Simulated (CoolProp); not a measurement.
Values from CoolProp's reference Helmholtz-energy equation of state, Lemmon 2006. It is a short technical equation, of lower accuracy than the large ones.

**Question.** Give the vapour pressure (MPa), vapour density (kg/m³), surface tension (mN/m), liquid viscosity (µPa s) of saturated C2F6 (R116) at 212.4, 261.5, 286.1 K.

**Answer.** 
| T (K) | p (MPa) | vapour density (kg/m³) | surface tension (mN/m) | liquid viscosity (µPa s) |
|---|---|---|---|---|
| 212.4 | 0.236 | 20.1 | 8.72 | 311 |
| 261.5 | 1.34 | 119 | 2.74 | 134 |
| 286.1 | 2.57 | 299 | 0.411 | 71.2 |

Viscosity comes from a separate model (Huber 2003), an estimate that may be off by 10 % or more. Surface tension comes from a separate correlation (Mulero 2012).
